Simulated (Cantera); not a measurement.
A perfectly stirred reactor is fed with C2H6 : H2 = 1 : 30 (molar parts), at 25000 Pa; it is held at 1175 K, and followed from long to short residence time.

Cantera simulation using GRI-Mech 3.0 (53 species, 325 reactions); the numbers are that mechanism's predictions, not measurements. GRI-Mech 3.0 stops at C3 and has no aromatics, soot or wall deposition, so with more carbon than oxygen in the feed, carbon stays in small species such as C2H2 where larger ones or solid carbon would form.

What does this change do: pressure from 25000 Pa to 20.0 Pa?


```
quantity                  before    after
----------------------  --------  -------
x(C2H6) at τ = 1.20 s    0.00175   0.0234
x(H2) at τ = 1.20 s        0.960    0.965
x(C2H2) at τ = 1.20 s    0.00293  5.74e-5
x(C2H) at τ = 1.20 s    2.21e-12   <1e-12
x(C2H4) at τ = 1.20 s     0.0182  0.00574
x(C2H6) at τ = 11.0 ms    0.0215   0.0323
x(H2) at τ = 11.0 ms       0.967    0.968
x(C2H2) at τ = 11.0 ms   6.79e-5   <1e-12
x(C2H) at τ = 11.0 ms     <1e-12   <1e-12
x(C2H4) at τ = 11.0 ms   0.00902  5.27e-7
```
Radical loss at walls, strong at low pressure, is not modelled.
